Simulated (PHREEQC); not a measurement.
Dissolve 2 mmol/kgw K2HPO4, 0.053 mmol/kgw CaSO4 and 15 mmol/kgw NiSO4 at 25 °C. Closed to the air; pH follows from the charge balance.

The numbers come from PHREEQC with the ion-association model, wateq4f.dat.

This is a speciation only: nothing precipitates in the calculation.

Problem. What pH does the model give?

Solution. pH 8.12.

Problem. In which forms is P present?

Solution. HPO4-2 93 %, H2PO4- 6.4 % of the P.

The solution is supersaturated, for example in Ni3(PO4)2, Ni(OH)2, so a real one may precipitate; this is no full list. H3PO4, which wateq4f.dat lacks, is added to it with the constant of phreeqc.dat. The database has no phosphate complexes of Ni.
